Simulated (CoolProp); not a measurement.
Properties of nitrogen along the isotherm -184.25 °C.

The numbers come from the reference Helmholtz-energy equation of state, Span 2000 in CoolProp.

| p (MPa) | phase | Z | isothermal compressibility (1/MPa) | viscosity (µPa s) | conductivity (mW/(m K)) |
|---|---|---|---|---|---|
| 0.00537 | gas | 0.9985 | 186.5 | 6.16 | 8.20 |
| 0.00867 | gas | 0.9976 | 115.6 | 6.16 | 8.20 |
| 0.014 | gas | 0.9962 | 71.70 | 6.17 | 8.20 |
| 0.0226 | gas | 0.9938 | 44.52 | 6.17 | 8.21 |
| 0.0366 | gas | 0.9900 | 27.60 | 6.18 | 8.23 |
| 0.0591 | gas | 0.9837 | 17.20 | 6.20 | … |
| 0.0955 | gas | 0.9735 | 10.76 | 6.22 | … |
| 0.154 | gas | 0.9564 | 6.803 | 6.26 | … |
| 0.249 | gas | 0.9273 | 4.358 | 6.33 | 8.54 |
| 0.403 | liquid | … | 0.005159 | 107 | 122 |
| 0.65 | liquid | 0.03276 | 0.005094 | 107 | 122 |
| 1.05 | liquid | 0.05282 | 0.004992 | … | 123 |
| 1.7 | liquid | 0.08524 | 0.004837 | … | 124 |

### Question
What belongs in the gaps?

### Answer

- 0.0591, conductivity (mW/(m K)): 8.26
- 0.0955, conductivity (mW/(m K)): 8.30
- 0.154, conductivity (mW/(m K)): 8.39
- 0.403, Z: 0.02034
- 1.05, viscosity (µPa s): 108
- 1.7, viscosity (µPa s): 110

Viscosity comes from a separate model (Lemmon 2004). Thermal conductivity comes from a separate model (Lemmon 2004).
